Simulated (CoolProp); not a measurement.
The fluid at 298.15 K and 1.03 MPa (liquid) is heated at constant pressure to 439.8 K. The same conditions are run with several fluids, on thermodynamics alone (safety and materials aside).

Model: reference Helmholtz-energy equation of state of each fluid (dimethyl carbonate: Zhou 2011; n-decane: Lemmon 2006; benzene: Thol 2012; R11: Jacobsen 1992; hexamethyldisiloxane (MM): Thol 2016), in CoolProp.

| fluid | heat (kJ/kg) | final phase | final density (kg/m³) |
|---|---|---|---|
| dimethyl carbonate | ? | liquid | ? |
| n-decane | 351 | liquid | 613 |
| benzene | 279 | liquid | 708 |
| R11 | ? | gas | ? |
| hexamethyldisiloxane (MM) | 298 | liquid | ? |

### Question
Complete the blanks.

### Answer

- dimethyl carbonate, heat (kJ/kg): 281
- dimethyl carbonate, final density (kg/m³): 856
- R11, heat (kJ/kg): 262
- R11, final density (kg/m³): 43.3
- hexamethyldisiloxane (MM), final density (kg/m³): 588
